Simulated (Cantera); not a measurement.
Feed: 1 mol Hg, 0.77 mol N₂, held at 0.133 bar.

Cantera equilibrium calculation (NASA polynomials, part measured and part estimated; ideal gas, pure solids and liquids). Candidate condensed phases: Hg; 3 gas species. Kinetics and transport are ignored.

Problem. Which condensed phases are stable at each of these points (T (°C)): 227, 252, 277, 302, 327, 352, 377?

Solution. 
```json
[
 {"T (°C)": "227", "condensed phases": "Hg(l)", "Hg condensed (%)": "50.9"},
 {"T (°C)": "252", "condensed phases": "gas only", "Hg condensed (%)": "0.0"},
 {"T (°C)": "277", "condensed phases": "gas only", "Hg condensed (%)": "0.0"},
 {"T (°C)": "302", "condensed phases": "gas only", "Hg condensed (%)": "0.0"},
 {"T (°C)": "327", "condensed phases": "gas only", "Hg condensed (%)": "0.0"},
 {"T (°C)": "352", "condensed phases": "gas only", "Hg condensed (%)": "0.0"},
 {"T (°C)": "377", "condensed phases": "gas only", "Hg condensed (%)": "0.0"}
]
```

At 227 °C the condensed part is Hg(l). From 252 °C to 377 °C nothing is condensed.
